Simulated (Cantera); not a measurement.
A perfectly stirred reactor is fed with NO : N2 = 0.41 : 0.12 (molar parts), at 0.987 atm; it is held at 1800 K, and followed from long to short residence time.

Model: GRI-Mech 3.0 (53 species, 325 reactions), integrated in Cantera.

Task: Predict: x(NO) at τ = 1.70 s; x(O) at τ = 1.70 s; x(O2) at τ = 1.70 s; x(N2O) at τ = 1.70 s; x(N2) at τ = 1.70 s; x(NO) at τ = 63.0 ms; x(O) at τ = 63.0 ms; x(O2) at τ = 63.0 ms; x(N2O) at τ = 63.0 ms; x(N2) at τ = 63.0 ms.

Result: 
```
Item                      Value
---------------------  --------
x(NO) at τ = 1.70 s       0.523
x(O) at τ = 1.70 s      4.47e-5
x(O2) at τ = 1.70 s       0.125
x(N2O) at τ = 1.70 s   0.000110
x(N2) at τ = 1.70 s       0.352
x(NO) at τ = 63.0 ms      0.756
x(O) at τ = 63.0 ms     1.67e-5
x(O2) at τ = 63.0 ms    0.00829
x(N2O) at τ = 63.0 ms  0.000232
x(N2) at τ = 63.0 ms      0.235
```
